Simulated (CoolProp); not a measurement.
Properties of the fluoroketone C6F12O (FK-5-1-12) along the isobar 0.904 MPa.

Model: reference Helmholtz-energy equation of state, McLinden 2015, in CoolProp.

| T (K) | phase | density (kg/m³) | cp (kJ/(kg K)) | cv (kJ/(kg K)) | expansivity (1/kK) | fugacity coefficient |
|---|---|---|---|---|---|---|
| 342.3 | liquid | 1465 | 1.141 | 0.9177 | 2.392 | 0.2054 |
| 355.4 | liquid | 1417 | 1.159 | 0.9300 | 2.660 | 0.2889 |
| 368.6 | liquid | 1365 | 1.183 | 0.9437 | 3.029 | 0.3928 |
| 381.7 | liquid | 1308 | 1.213 | 0.9586 | 3.566 | 0.5154 |
| 394.8 | liquid | 1242 | 1.257 | 0.9749 | 4.452 | 0.6563 |
| 408 | gas | 119.2 | 1.125 | 0.9804 | 8.681 | 0.7772 |
| 421.1 | gas | 108.1 | 1.092 | 0.9866 | 6.515 | 0.8031 |
| 434.3 | gas | 100.0 | 1.079 | 0.9944 | 5.323 | 0.8251 |
| 447.4 | gas | 93.77 | 1.075 | 1.003 | 4.567 | 0.8438 |
| 460.6 | gas | 88.61 | 1.077 | 1.014 | 4.033 | 0.8601 |
| 473.7 | gas | 84.28 | 1.082 | 1.025 | 3.639 | 0.8742 |
| 486.9 | gas | 80.50 | 1.089 | 1.036 | 3.329 | 0.8867 |
| 500 | gas | 77.19 | 1.098 | 1.048 | 3.082 | 0.8977 |
